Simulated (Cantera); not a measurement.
Feed: 1 mol CH₃SiCl₃, 0.017 mol HCl, 100 mol H₂, held at 3400 Pa.

Cantera equilibrium calculation (NASA polynomials, part measured and part estimated; ideal gas, pure solids and liquids). Candidate condensed phases: C, C₆H₆, C₇H₈, C₈H₁₈, Si, SiC; 109 gas species. The feed counts by its element totals alone. The tables' values for SiCl are old estimates; treat these amounts as uncertain. Gases not in the tables: Si₂H₆ and higher silanes. The numbers say what is thermodynamically allowed, not how fast it happens.

Question: At 2250 K, list the 5 most abundant gas species with their mole fractions, and the condensed phases.

Answer: H₂ 0.928, H 0.0388, HCl 0.0271, Si 0.00288, C₂H₂ (acetylene) 0.00177. Condensed: SiC(s).
